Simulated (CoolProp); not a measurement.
Computed with CoolProp (reference Helmholtz-energy equation of state, de Reuck 1993).

Q: Give the vapour pressure (MPa), liquid cp (kJ/(kg K)), liquid conductivity (mW/(m K)) of saturated methanol at 124.75, 161.65 °C.

A: 
```tsv
T (°C)	p (MPa)	liquid cp (kJ/(kg K))	liquid conductivity (mW/(m K))
124.75	0.731	3.46	181
161.65	1.83	4.06	174
```

Thermal conductivity comes from a separate model (Sykioti 2013).
